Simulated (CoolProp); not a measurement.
Methanol along the isobar 106 bar: fugacity coefficient from the reference equation and from simpler models built on Tc = 240.2 °C, pc = 82.16 bar, ω = 0.565; each cubic takes its own stable root.

The numbers come from the reference Helmholtz-energy equation of state, de Reuck 1993 in CoolProp.

```csv
T (°C),phase,reference,Redlich-Kwong,Soave-Redlich-Kwong,Peng-Robinson
-5.45,liquid,0.0003222,0.003940,0.0002360,0.0002637
9.75,liquid,0.0008187,0.007717,0.0006695,0.0007253
24.95,liquid,0.001870,0.01383,0.001666,0.001760
40.25,liquid,0.003917,0.02309,0.003731,0.003861
55.45,liquid,0.007548,0.03610,0.007562,0.007693
70.65,liquid,0.01359,0.05355,0.01413,0.01418
85.95,liquid,0.02311,0.07609,0.02471,0.02452
101.15,liquid,0.03717,0.1038,0.04050,0.03982
116.45,liquid,0.05720,0.1371,0.06308,0.06158
131.65,liquid,0.08418,0.1754,0.09341,0.09070
146.85,liquid,0.1193,0.2188,0.1326,0.1282
162.15,liquid,0.1638,0.2671,0.1816,0.1751
177.35,liquid,0.2175,0.3189,0.2399,0.2307
192.55,liquid,0.2808,0.3736,0.3069,0.2948
207.85,liquid,0.3533,0.4306,0.3818,0.3665
223.05,liquid,0.4329,0.4879,0.4611,0.4424
```
